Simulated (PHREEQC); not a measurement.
Solution (25 °C): 120 mmol/kgw KOH and 0.19 mmol/kgw K2CO3. Closed to the air; pH follows from the charge balance.

All values are PHREEQC results (ion-association model, wateq4f.dat), not measurements.

Precipitation was switched off in this run.

Task: What pH does the model give?

Result: pH 12.95.
